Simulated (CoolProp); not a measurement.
A single-stage vapour-compression cycle with chloromethane (R40): evaporating at 264.15 K (dew point), condensing at 319.15 K (bubble point), superheat 8 K, subcooling 8 K, compressor efficiency 0.8, no pressure losses. Each further row changes one setting.

The numbers come from the reference Helmholtz-energy equation of state, Thol 2014 in CoolProp.

```tsv
case	cooling COP	pressure ratio	discharge temperature (K)	refrigerating effect (kJ/kg)	volumetric capacity (kJ/m³)
as stated	3.21	5.46	403.4	344	1500
evaporating temperature 269.15 K	3.67	4.53	___	346	1800
condensing temperature 314.15 K	___	4.81	___	352	___
subcooling 13 K	___	5.46	403.4	352	1530
superheat 18 K	3.16	5.46	___	352	___
compressor efficiency 0.7	2.81	5.46	___	344	1500
```

### Question
Fill in the missing entries.

### Answer

- evaporating temperature 269.15 K, discharge temperature (K): 394.0
- condensing temperature 314.15 K, cooling COP: 3.60
- condensing temperature 314.15 K, discharge temperature (K): 392.7
- condensing temperature 314.15 K, volumetric capacity (kJ/m³): 1540
- subcooling 13 K, cooling COP: 3.29
- superheat 18 K, discharge temperature (K): 415.9
- superheat 18 K, volumetric capacity (kJ/m³): 1470
- compressor efficiency 0.7, discharge temperature (K): 417.9
